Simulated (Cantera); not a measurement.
A perfectly stirred reactor is fed with NH3 : H2 = 1 : 0.74 (molar parts), at 1.48 atm; it is held at 1798 K, and followed from long to short residence time.

Detailed kinetics in Cantera: the gas-phase N/H chemistry of the illustrative SiF4/NH3 mechanism in the Surface Chemkin manual (1991). Walls and surfaces, which speed up NH3 decomposition in real reactors, are not modelled.

x: mole fraction; the columns are a selection and need not sum to one.

```json
[
 {"τ (s)": "0.49", "x NH3": "0.244", "x H2": "0.651", "x NH": "?", "x N": "6.35e-8", "x N2": "0.105", "x N2H4": "8.65e-8"},
 {"τ (s)": "0.22", "x NH3": "0.341", "x H2": "0.585", "x NH": "?", "x N": "6.80e-8", "x N2": "0.0743", "x N2H4": "1.43e-7"},
 {"τ (s)": "0.096", "x NH3": "0.434", "x H2": "0.521", "x NH": "1.87e-6", "x N": "6.98e-8", "x N2": "0.0446", "x N2H4": "2.04e-7"},
 {"τ (s)": "0.043", "x NH3": "0.499", "x H2": "0.477", "x NH": "1.98e-6", "x N": "6.99e-8", "x N2": "0.0239", "x N2H4": "2.50e-7"},
 {"τ (s)": "0.019", "x NH3": "0.538", "x H2": "0.450", "x NH": "2.02e-6", "x N": "6.93e-8", "x N2": "0.0116", "x N2H4": "2.77e-7"},
 {"τ (s)": "0.0084", "x NH3": "0.558", "x H2": "0.437", "x NH": "2.03e-6", "x N": "6.80e-8", "x N2": "0.00527", "x N2H4": "2.88e-7"},
 {"τ (s)": "0.0037", "x NH3": "0.567", "x H2": "0.430", "x NH": "1.99e-6", "x N": "6.54e-8", "x N2": "0.00229", "x N2H4": "2.88e-7"},
 {"τ (s)": "0.0016", "x NH3": "0.571", "x H2": "0.427", "x NH": "1.87e-6", "x N": "5.97e-8", "x N2": "0.000925", "x N2H4": "2.73e-7"},
 {"τ (s)": "0.00072", "x NH3": "0.573", "x H2": "0.426", "x NH": "?", "x N": "4.88e-8", "x N2": "0.000351", "x N2H4": "2.38e-7"}
]
```

**Question.** What belongs in the gaps?

**Answer.** 
- 0.49, x NH: 1.44e-6
- 0.22, x NH: 1.69e-6
- 0.00072, x NH: 1.64e-6
